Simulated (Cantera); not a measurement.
Cantera run:

```python
import numpy as np
import cantera as ct

gas_names = [...]  # 114 gases of nasa_gas.yaml made of C, Fe, H, O
cond_names = """
    C(gr) C6H6(L) C7H8(L) C8H18(L),n-octa Fe(a) Fe(c) Fe(d) Fe(L) FeC5O5(L) FeO(s) FeO(L) Fe(OH)2(s)
    Fe(OH)3(s) Fe2O3(s) Fe3O4(s) H2O(s) H2O(L)
""".split()


# ... load() reads the species with a 1 bar reference pressure and builds the phases ...
atoms = {
    'Fe(CO)5': {'Fe': 1, 'C': 5, 'O': 5},
    'O2': {'O': 2},
    'H2': {'H': 2},
}
top_T = {'C(gr)': 4500, 'Fe2O3(s)': 1830, 'Fe3O4(s)': 1870}  # K; cautious upper limits of use, not melting points


# ... equilibrate(T, P, feed) seeds the gas with the atoms and calls Mixture.equilibrate('TP', solver="vcs", rtol=1e-11, max_steps=5000) ...
results = []
feed = {'Fe(CO)5': 1, 'O2': 0.12, 'H2': 0.15}  # mol
T = 773.15  # K
P = 43  # Pa
mix = equilibrate(T, P, feed)
results.append((T, P, feed, dict(zip(mix.species_names, mix.species_moles))))
x = sorted(zip(gas.X, gas.species_names), reverse=True)
print(f"T = {T:g} K  P = {P:g} Pa  gas = {mix.phase_moles(0):.4g} mol")
print("   x: " + "  ".join(f"{s} {v:.3e}" for v, s in x if v > 0.0001))
print("   condensed (mol): " + ("  ".join(f"{mix.phase(i).name} {mix.phase_moles(i):.4g}"
      for i in range(1, mix.n_phases) if mix.phase_moles(i) > 1e-12) or "none"))
```

Output:

```
T = 773.15 K  P = 43 Pa  gas = 4.978 mol
   x: CO 8.876e-01  CO2 8.230e-02  H2 2.960e-02  H2O 5.362e-04
   condensed (mol): C(gr) 0.1723  Fe(a) 1
```

Method: chemical equilibrium by Gibbs-energy minimisation in Cantera with the NASA 1993 tables (ideal gas, pure condensed phases). Condensed phases not in the tables: cementite and carbon dissolved in iron.
